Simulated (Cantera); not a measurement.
What does this Cantera script print?

```python
import numpy as np
import cantera as ct

gas_names = """
    B BF BF2 BF3 BH BHF2 BH2 BH3 BO BOF BOF2 BO2 B2 B2O B2O2 B2O3 B3O3F3 B3O3H3 F FO FO2 F2 F2O H HBO
    HBO2 HF HOF HO2 H2 H2F2 H2O H2O2 H3B3O6 H3F3 H4F4 H5F5 H6F6 H7F7 O OH O2 O3
""".split()
cond_names = """
    B(b) B(L) B2O3(L) B3O3H3(cr) H2O(s) H2O(L)
""".split()


# ... load() reads the species with a 1 bar reference pressure and builds the phases ...
atoms = {
    'BF3': {'B': 1, 'F': 3},
    'H2O': {'H': 2, 'O': 1},
    'H2': {'H': 2},
}
top_T = {}  # K; cautious upper limits of use, not melting points


# ... equilibrate(T, P, feed) seeds the gas with the atoms and calls Mixture.equilibrate('TP', solver="vcs", rtol=1e-11, max_steps=5000) ...
results = []
feed = {'BF3': 1, 'H2O': 9, 'H2': 1.6}  # mol
T = 2200  # K
P = 13332.2  # Pa
mix = equilibrate(T, P, feed)
results.append((T, P, feed, dict(zip(mix.species_names, mix.species_moles))))
print(gas.report(threshold=1e-05))
for i in range(1, mix.n_phases):
    print(f"{mix.phase(i).name:16s} {mix.phase_moles(i):12.5e} mol")
```

It prints:

```
       temperature   2200 K
          pressure   13332 Pa
           density   0.01342 kg/m^3
  mean mol. weight   18.413 kg/kmol
   phase of matter   gas

                          1 kg             1 kmol
                     ---------------   ---------------
          enthalpy       -8.8114e+06       -1.6224e+08  J
   internal energy       -9.8049e+06       -1.8053e+08  J
           entropy             15492        2.8525e+05  J/K
    Gibbs function       -4.2894e+07       -7.8979e+08  J
 heat capacity c_p            2613.8             48127  J/K
 heat capacity c_v            2162.3             39813  J/K

                      mass frac. Y      mole frac. X     chem. pot. / RT
                     ---------------   ---------------   ---------------
                BO        7.3869e-05        5.0734e-05           -40.702
               BOF          0.086917          0.034937           -72.245
               BO2        0.00072475        0.00031173           -60.498
              B2O3         0.0016443         0.0004349            -101.2
                 H        0.00029968         0.0054741           -11.938
               HBO        0.00014513        9.6067e-05            -52.64
              HBO2           0.10159          0.042692           -72.435
                HF           0.21941           0.20193            -43.48
                H2           0.01379           0.12595           -23.875
               H2O           0.57163           0.58424           -43.671
                 O        9.3271e-05        0.00010734           -19.795
                OH          0.003273         0.0035435           -31.733
                O2        0.00036502        0.00021004           -39.591
     [  +30 minor]        4.4046e-05        1.8114e-05

B(b)              0.00000e+00 mol
B2O3(L)           0.00000e+00 mol
```

Method: chemical equilibrium by Gibbs-energy minimisation in Cantera with the NASA 1993 tables (ideal gas, pure condensed phases).
